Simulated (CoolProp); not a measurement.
A simple Rankine cycle with propylene: condensing at 305.15 K, boiler at 2.91 MPa, turbine inlet 342.2 K, turbine efficiency 0.85, pump efficiency 0.7, no recuperator. Each further row changes one setting.

Values from CoolProp's reference Helmholtz-energy equation of state, Lemmon 2013.

| case | thermal efficiency (%) | net work (kJ/kg) | heat in (kJ/kg) | turbine exit temperature (K) | volume ratio over the turbine |
|---|---|---|---|---|---|
| as stated | 7.1 | 23.7 | 334 | 305.1 | [?] |
| turbine inlet 362.2 K | 7.5 | [?] | 389 | [?] | 2.18 |
| condensing temperature 297.15 K | 8.6 | [?] | 355 | 297.2 | 2.80 |
| boiler pressure 2.04 MPa | 4.2 | [?] | [?] | [?] | 1.50 |
| turbine efficiency 0.75 | 6.1 | [?] | 334 | 305.1 | 2.31 |

Question: Fill in the missing entries.

Answer: 
- as stated, volume ratio over the turbine: 2.29
- turbine inlet 362.2 K, net work (kJ/kg): 29.1
- turbine inlet 362.2 K, turbine exit temperature (K): 324.6
- condensing temperature 297.15 K, net work (kJ/kg): 30.6
- boiler pressure 2.04 MPa, net work (kJ/kg): 15.8
- boiler pressure 2.04 MPa, heat in (kJ/kg): 373
- boiler pressure 2.04 MPa, turbine exit temperature (K): 323.2
- turbine efficiency 0.75, net work (kJ/kg): 20.3

The expansion ends wet for: as stated; condensing temperature 297.15 K; turbine efficiency 0.75.
